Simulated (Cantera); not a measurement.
An isothermal, constant-pressure homogeneous reactor starts with 7.69 % C₃H₈, 92.3 % H₂, at 1500 K and 10.00 Torr.

Cantera simulation using GRI-Mech 3.0 (53 species, 325 reactions); the numbers are that mechanism's predictions, not measurements. GRI-Mech 3.0 was tuned for natural gas; its chemistry of propane as a main component is partial and can be far from experiment. GRI-Mech 3.0 stops at C3 and has no aromatics, soot or wall deposition, so with more carbon than oxygen in the feed, carbon stays in small species such as C2H2 where larger ones or solid carbon would form. Radical loss at walls, strong at low pressure, is not modelled.

x: mole fraction; the columns are a selection and need not sum to one.

| t (s) | x C₃H₈ | x H₂ | x C₂H | x CH₄ | x C₂H₆ | x CH₂ |
|---|---|---|---|---|---|---|
| 3.00e-6 | 0.0769 | 0.923 | <1e-12 | 1.12e-6 | 3.99e-7 | 6.92e-12 |
| 7.98e-6 | 0.0767 | 0.923 | <1e-12 | 7.79e-6 | 2.71e-6 | 1.53e-10 |
| 2.12e-5 | 0.0764 | 0.923 | <1e-12 | 5.57e-5 | 1.71e-5 | 3.53e-9 |
| 5.64e-5 | 0.0749 | 0.921 | <1e-12 | 0.000448 | 9.08e-5 | 8.11e-8 |
| 0.000150 | 0.0685 | 0.915 | 9.17e-12 | 0.00382 | 0.000347 | 1.18e-6 |
| 0.000399 | 0.0421 | 0.891 | 1.11e-9 | 0.0251 | 0.00102 | 4.72e-6 |
| 0.00106 | 0.00254 | 0.855 | 4.71e-8 | 0.0682 | 0.000893 | 4.67e-6 |
| 0.00282 | 1.56e-5 | 0.856 | 4.59e-8 | 0.0746 | 0.000185 | 9.10e-7 |
| 0.00751 | … | 0.858 | … | 0.0747 | … | … |
| 0.0200 | 5.43e-9 | 0.859 | 1.37e-8 | 0.0743 | 1.75e-5 | 3.85e-8 |
| 0.0531 | … | 0.861 | … | 0.0738 | … | … |
| 0.141 | 4.91e-10 | 0.862 | 7.75e-9 | 0.0731 | 3.46e-6 | 6.57e-9 |
| 0.376 | 4.19e-10 | 0.863 | 1.13e-8 | 0.0721 | 4.38e-6 | 1.04e-8 |
| 1.00 | 5.36e-10 | 0.864 | 1.40e-8 | 0.0703 | 5.36e-6 | 1.43e-8 |

Q: What belongs in the gaps?

A: 
- 0.00751, x C₃H₈: 8.92e-8
- 0.00751, x C₂H: 2.49e-8
- 0.00751, x C₂H₆: 5.42e-5
- 0.00751, x CH₂: 1.76e-7
- 0.0531, x C₃H₈: 1.23e-9
- 0.0531, x C₂H: 8.56e-9
- 0.0531, x C₂H₆: 6.14e-6
- 0.0531, x CH₂: 1.11e-8
